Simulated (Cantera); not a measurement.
Charge: 1 mol PbO, 7.4 mol H2, 0.0055 mol NH3, held at 13.3 mbar.

Equilibrium computed with Cantera from the NASA thermochemical tables; the gas is ideal and each condensed phase is pure. Candidate condensed phases: H2O, Pb, PbO, PbO2, Pb3O4; 27 gas species. Rates play no part.

Which condensed phases are stable at each of these points (T (K)): 798, 848, 898, 948, 998, 1048, 1098, 1148, 1198, 1248, 1298, 1348?


```
T (K)  condensed phases  Pb condensed (%)
-----  ----------------  ----------------
798               Pb(l)             100.0
848               Pb(l)             100.0
898               Pb(l)              99.9
948               Pb(l)              99.7
998               Pb(l)              99.1
1048              Pb(l)              97.5
1098              Pb(l)              93.4
1148              Pb(l)              84.1
1198              Pb(l)              63.6
1248              Pb(l)              19.9
1298           gas only               0.0
1348           gas only               0.0
```

From 798 K to 1248 K the condensed part is Pb(l). From 1298 K to 1348 K nothing is condensed.
